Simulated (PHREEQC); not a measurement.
HCl is added in steps, without added water, to 1 kg of water holding 2.2 mmol/kgw NaHSO4, 57 mmol/kgw Na2SO4 and 2.1 mmol/kgw NaCl, at 20 °C. Oxygen is held at 0.21 atm. The system is closed to CO2. Only these solids could form: Halite.

Base run: PHREEQC, ion-association model, phreeqc.dat. Each further column changes one thing. The table gives HSO4- (mol/kgw).

| HCl added (mol) | base | temperature from 20 to 60 °C | 0.003 mol/kgw NaBF4 added | NaHSO4 left out | no solid may form |
|---|---|---|---|---|---|
| 0 | 0.00131 | 0.00171 | 0.00199 | 1.00e-7 | 0.00131 |
| 0.004375 | 0.00384 | 0.00505 | 0.00403 | 0.00255 | 0.00384 |
| 0.01094 | 0.00746 | 0.00987 | 0.00735 | 0.00618 | 0.00746 |
| 0.01531 | 0.00974 | 0.0129 | 0.00954 | 0.00848 | 0.00974 |
| 0.02187 | 0.0130 | 0.0173 | 0.0127 | 0.0117 | 0.0130 |
| 0.02625 | 0.0150 | 0.0201 | 0.0147 | 0.0138 | 0.0150 |
| 0.03281 | 0.0178 | 0.0239 | 0.0175 | 0.0166 | 0.0178 |
| 0.03719 | 0.0196 | 0.0263 | 0.0192 | 0.0184 | 0.0196 |
| 0.04375 | 0.0221 | 0.0296 | 0.0217 | 0.0208 | 0.0221 |
| 0.04813 | 0.0236 | 0.0316 | 0.0232 | 0.0224 | 0.0236 |
| 0.05469 | 0.0258 | 0.0342 | 0.0254 | 0.0245 | 0.0258 |
| 0.05906 | 0.0271 | 0.0358 | 0.0267 | 0.0258 | 0.0271 |
| 0.06563 | 0.0289 | 0.0380 | 0.0285 | 0.0276 | 0.0289 |
| 0.07 | 0.0300 | 0.0392 | 0.0297 | 0.0287 | 0.0300 |

 At this temperature some constants are extrapolated from 25 °C, and those without enthalpy data are left unchanged. Real BF4- forms and hydrolyses slowly; the run takes it at equilibrium.
